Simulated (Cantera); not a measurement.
A diamond (100) surface in a fixed gas of H2 with x(CH4) = 0.029, x(CH3) = 1.8e-05, at 1250 K, 0.110 bar; coverages are run to steady state.

Cantera simulation using the Harris–Goodwin 1993 mechanism for the reconstructed diamond (100) surface; the numbers are that mechanism's predictions, not measurements.

One state of this run: growth (µm/h) = 1.71; θ c6HH = 0.406; θ c6H* = 0.0446; θ c6*H = 0.511; θ c6** = 0.0387; θ c6HM = 9.39e-5. θ: site fractions in the mechanism's names (c6HH fully hydrogenated, c6H* and c6*H radical sites, c6** diradical, c6HM methylated).

Q: Which value of x(H) does it belong to?
A. 0.028
B. 0.00065
C. 0.00026
D. 0.07

A: A, 0.028
